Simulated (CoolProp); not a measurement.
Computed with CoolProp (reference Helmholtz-energy equation of state, Lemmon 2003). It is a pseudo-pure fit of the blend.

Question: For R507A, give the phase and the cv (kJ/(kg K)) at 353.7 K and 0.0586 MPa.

Answer: 
- 353.7 K and 0.0586 MPa: gas; cv 0.872
